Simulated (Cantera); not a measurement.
Input: 1 mol MgO, 5.3 mol NF3, 12 mol N2, at 1798 K and 130 Pa.

Equilibrium computed with Cantera from the NASA thermochemical tables; the gas is ideal and each condensed phase is pure. Candidate condensed phases: Mg, MgF2, MgO; 24 gas species. The numbers say what is thermodynamically allowed, not how fast it happens.

Base state: N2 0.487, F 0.462, MgF2 0.0333, O2 0.0160, NO 0.000895, O 0.000419 (mole fractions); condensed: gas only.

Question: What changes in the equilibrium state with this change: 0.13 mol H2S added?

Answer: 
| species | before | after |
|---|---|---|
| N2 | 0.487 | 0.487 |
| F | 0.462 | 0.454 |
| MgF2 | 0.0333 | 0.0333 |
| HF | 0 | 0.00865 |
| SO2 | 0 | 0.00427 |
| O2 | 0.0160 | 0.0118 |
| SOF2 | 0 | 2.99e-5 |
| SO | 0 | 2.11e-5 |
| O | 0.000419 | 0.000359 |
| NO | 0.000895 | 0.000769 |
The tables' values for SOF2 are old estimates; treat these amounts as uncertain. Further candidate phases: H2O, H2SO4, Mg(OH)2, MgS, MgSO4, S.
